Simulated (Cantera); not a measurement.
A Cantera script and what it prints.

```python
import numpy as np
import cantera as ct

gas_names = """
    Br Br2 H HBr H2 Si SiBr SiBr2 SiBr3 SiBr4 SiH SiHBr3 SiH2 SiH2Br2 SiH3 SiH3Br SiH4 Si2 Si3
""".split()
cond_names = """
    Br2(cr) Br2(L) Si(cr) Si(L)
""".split()


# ... load() reads the species with a 1 bar reference pressure and builds the phases ...
atoms = {
    'Si': {'Si': 1},
    'HBr': {'H': 1, 'Br': 1},
}
top_T = {}  # K; cautious upper limits of use, not melting points


# ... equilibrate(T, P, feed) seeds the gas with the atoms and calls Mixture.equilibrate('TP', solver="vcs", rtol=1e-11, max_steps=5000) ...
results = []
feed = {'Si': 1, 'HBr': 13}  # mol
T = 850  # K
P = 10000  # Pa
mix = equilibrate(T, P, feed)
results.append((T, P, feed, dict(zip(mix.species_names, mix.species_moles))))
print(gas.report(threshold=1e-06))
for i in range(1, mix.n_phases):
    print(f"{mix.phase(i).name:16s} {mix.phase_moles(i):12.5e} mol")
```

Result:

```
       temperature   850 K
          pressure   10000 Pa
           density   0.12734 kg/m^3
  mean mol. weight   89.995 kg/kmol
   phase of matter   gas

                          1 kg             1 kmol
                     ---------------   ---------------
          enthalpy       -4.6781e+05       -4.2101e+07  J
   internal energy       -5.4634e+05       -4.9168e+07  J
           entropy              2945        2.6503e+05  J/K
    Gibbs function       -2.9711e+06       -2.6738e+08  J
 heat capacity c_p            415.24             37370  J/K
 heat capacity c_v            322.85             29055  J/K

                      mass frac. Y      mole frac. X     chem. pot. / RT
                     ---------------   ---------------   ---------------
               HBr           0.67432           0.75002           -33.055
                H2         0.0037332           0.16665           -21.211
             SiBr4            0.3219          0.083316           -114.08
            SiHBr3        5.1226e-05         1.715e-05           -102.24
     [  +15 minor]        2.2732e-06        1.4541e-06

Br2(L)            0.00000e+00 mol
Si(cr)            0.00000e+00 mol
```

These are equilibrium values from Cantera (NASA tables, ideal gas, pure condensed phases), not measurements of a reactor.
